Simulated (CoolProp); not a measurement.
R1336mzz(Z) at 298.15 K and 0.306 MPa is throttled through a valve to 0.209 MPa with no heat exchange. Each further row changes one setting.

Computed with CoolProp (reference Helmholtz-energy equation of state, McLinden 2020).

| case | temperature change (K) | final phase | final density (kg/m³) |
|---|---|---|---|
| as stated | +0.0 | liquid | 1370 |
| outlet pressure 0.0627 MPa | -4.0 | two-phase, vapour fraction 0.029 | 136 |
| outlet pressure 0.272 MPa | +0.0 | liquid | 1370 |
